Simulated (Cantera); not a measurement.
An isothermal, constant-pressure homogeneous reactor starts with C2H6 : H2 = 1 : 7 (molar parts), at 1000 K and 3.38 Torr. Integrator tolerance rtol = 1e-08.

Computed with Cantera and GRI-Mech 3.0 (53 species, 325 reactions). GRI-Mech 3.0 stops at C3 and has no aromatics, soot or wall deposition, so with more carbon than oxygen in the feed, carbon stays in small species such as C2H2 where larger ones or solid carbon would form. Radical loss at walls, strong at low pressure, is not modelled.

Problem. What does this change do: pressure from 3.38 Torr to 10.00 Torr?

Solution. 
| quantity | before | after |
|---|---|---|
| x(C2H6) at 20.0 s | 0.0317 (gas-phase equilibrium 1.40e-5) | 0.0120 (gas-phase equilibrium 1.45e-5) |
| x(H2) at 20.0 s | 0.876 (gas-phase equilibrium 0.753) | 0.878 (gas-phase equilibrium 0.751) |
| x(C2H2) at 20.0 s | 0.000416 (gas-phase equilibrium 0.000886) | 0.000966 (gas-phase equilibrium 0.000105) |
| x(CH3) at 20.0 s | 1.34e-6 (gas-phase equilibrium 1.66e-7) | 4.44e-7 (gas-phase equilibrium 9.80e-8) |
| x(CH2) at 20.0 s | <1e-12 (gas-phase equilibrium <1e-12) | <1e-12 (gas-phase equilibrium <1e-12) |
| x(C2H4) at 20.0 s | 0.0751 (gas-phase equilibrium 0.00154) | 0.0920 (gas-phase equilibrium 0.000540) |
| x(CH4) at 20.0 s | 0.0164 (gas-phase equilibrium 0.244) | 0.0166 (gas-phase equilibrium 0.248) |
